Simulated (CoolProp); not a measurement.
Saturation properties of R1233zd(E) (Tc = 165.7 °C, pc = 3.583 MPa, ω = 0.304).

Computed with CoolProp (reference Helmholtz-energy equation of state, Akasaka 2022).

| T (°C) | p (MPa) | liquid density (kg/m³) | vapour density (kg/m³) | enthalpy of vaporisation (kJ/kg) |
|---|---|---|---|---|
| -64.65 | 0.0009578 | 1460 | 0.07218 | 231.6 |
| -47.75 | 0.003475 | 1425 | 0.2428 | 224.0 |
| -30.85 | 0.01019 | 1389 | 0.6651 | 216.5 |
| -14.05 | 0.02518 | 1353 | 1.549 | 209.1 |
| 2.85 | 0.05488 | 1315 | 3.206 | 201.5 |
| 19.75 | 0.1077 | 1276 | 6.029 | 193.5 |
| 36.65 | 0.1940 | 1234 | 10.52 | 184.9 |
| 53.55 | 0.3261 | 1191 | 17.32 | 175.5 |
| 70.45 | 0.5180 | 1143 | 27.28 | 165.0 |
| 87.35 | 0.7850 | 1092 | 41.59 | 153.0 |
| 104.25 | 1.144 | 1035 | 62.12 | 139.0 |
| 121.05 | 1.611 | 968.2 | 91.94 | 122.3 |
| 137.95 | 2.215 | 885.5 | 138.4 | 100.7 |

It boils at 18.1 °C under 1 atm.
